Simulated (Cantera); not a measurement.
Input (Python, Cantera) and output of one run.

```python
import numpy as np
import cantera as ct

gas_names = """
    CL CL2 H HCL H2 N NH NH2 NH3 N2 N2H2 N2H4 Si SiCL SiCL2 SiCL3 SiCL4 SiH SiHCL3 SiH2 SiH2CL2 SiH3
    SiH3CL SiH4 SiN Si2 Si2N Si3
""".split()
cond_names = """
    NH4CL(a) NH4CL(b) Si(cr) Si(L) Si3N4(a)
""".split()


# ... load() reads the species with a 1 bar reference pressure and builds the phases ...
atoms = {
    'SiH2Cl2': {'Si': 1, 'H': 2, 'CL': 2},
    'N2': {'N': 2},
}
top_T = {'Si3N4(a)': 2400}  # K; cautious upper limits of use, not melting points


# ... equilibrate(T, P, feed) seeds the gas with the atoms and calls Mixture.equilibrate('TP', solver="vcs", rtol=1e-11, max_steps=5000) ...
results = []
feed = {'SiH2Cl2': 1, 'N2': 3.6}  # mol
for P in [5, 26, 140, 710, 3700, 19000, 100000]:
    for T in [1125, 1175, 1225, 1275, 1325, 1375, 1425, 1475, 1525, 1575, 1625, 1675, 1725, 1775]:
        mix = equilibrate(T, P, feed)
        results.append((T, P, feed, dict(zip(mix.species_names, mix.species_moles))))

for T, P, feed, n in results:
    print(f"{T:7g} {P:10.4g}  " + (" + ".join(c for c in cond_names if n.get(c, 0) > 1e-12) or "gas only"))
```

It prints:

```
   1125          5  Si3N4(a)
   1175          5  Si3N4(a)
   1225          5  Si3N4(a)
   1275          5  Si3N4(a)
   1325          5  Si3N4(a)
   1375          5  Si3N4(a)
   1425          5  Si3N4(a)
   1475          5  Si3N4(a)
   1525          5  Si(cr)
   1575          5  Si(cr)
   1625          5  Si(cr)
   1675          5  Si(cr)
   1725          5  Si(L)
   1775          5  gas only
   1125         26  Si3N4(a)
   1175         26  Si3N4(a)
   1225         26  Si3N4(a)
   1275         26  Si3N4(a)
   1325         26  Si3N4(a)
   1375         26  Si3N4(a)
   1425         26  Si3N4(a)
   1475         26  Si3N4(a)
   1525         26  Si3N4(a)
   1575         26  Si(cr)
   1625         26  Si(cr)
   1675         26  Si(cr)
   1725         26  Si(L)
   1775         26  Si(L)
   1125        140  Si3N4(a)
   1175        140  Si3N4(a)
   1225        140  Si3N4(a)
   1275        140  Si3N4(a)
   1325        140  Si3N4(a)
   1375        140  Si3N4(a)
   1425        140  Si3N4(a)
   1475        140  Si3N4(a)
   1525        140  Si3N4(a)
   1575        140  Si3N4(a)
   1625        140  Si3N4(a)
   1675        140  Si(cr)
   1725        140  Si(L)
   1775        140  Si(L)
   1125        710  Si3N4(a)
   1175        710  Si3N4(a)
   1225        710  Si3N4(a)
   1275        710  Si3N4(a)
   1325        710  Si3N4(a)
   1375        710  Si3N4(a)
   1425        710  Si3N4(a)
   1475        710  Si3N4(a)
   1525        710  Si3N4(a)
   1575        710  Si3N4(a)
   1625        710  Si3N4(a)
   1675        710  Si3N4(a)
   1725        710  Si3N4(a)
   1775        710  Si(L)
   1125       3700  Si3N4(a)
   1175       3700  Si3N4(a)
   1225       3700  Si3N4(a)
   1275       3700  Si3N4(a)
   1325       3700  Si3N4(a)
   1375       3700  Si3N4(a)
   1425       3700  Si3N4(a)
   1475       3700  Si3N4(a)
   1525       3700  Si3N4(a)
   1575       3700  Si3N4(a)
   1625       3700  Si3N4(a)
   1675       3700  Si3N4(a)
   1725       3700  Si3N4(a)
   1775       3700  Si3N4(a)
   1125    1.9e+04  Si3N4(a)
   1175    1.9e+04  Si3N4(a)
   1225    1.9e+04  Si3N4(a)
   1275    1.9e+04  Si3N4(a)
   1325    1.9e+04  Si3N4(a)
   1375    1.9e+04  Si3N4(a)
   1425    1.9e+04  Si3N4(a)
   1475    1.9e+04  Si3N4(a)
   1525    1.9e+04  Si3N4(a)
   1575    1.9e+04  Si3N4(a)
   1625    1.9e+04  Si3N4(a)
   1675    1.9e+04  Si3N4(a)
   1725    1.9e+04  Si3N4(a)
   1775    1.9e+04  Si3N4(a)
   1125      1e+05  Si3N4(a)
   1175      1e+05  Si3N4(a)
   1225      1e+05  Si3N4(a)
   1275      1e+05  Si3N4(a)
   1325      1e+05  Si3N4(a)
   1375      1e+05  Si3N4(a)
   1425      1e+05  Si3N4(a)
   1475      1e+05  Si3N4(a)
   1525      1e+05  Si3N4(a)
   1575      1e+05  Si3N4(a)
   1625      1e+05  Si3N4(a)
   1675      1e+05  Si3N4(a)
   1725      1e+05  Si3N4(a)
   1775      1e+05  Si3N4(a)
```

Method: chemical equilibrium by Gibbs-energy minimisation in Cantera with the NASA 1993 tables (ideal gas, pure condensed phases). N2 is the only nitrogen source here; it is nearly inert below about 1500 K, so the nitride shown seldom forms there in practice. The tables' values for SiCl3 are old estimates.
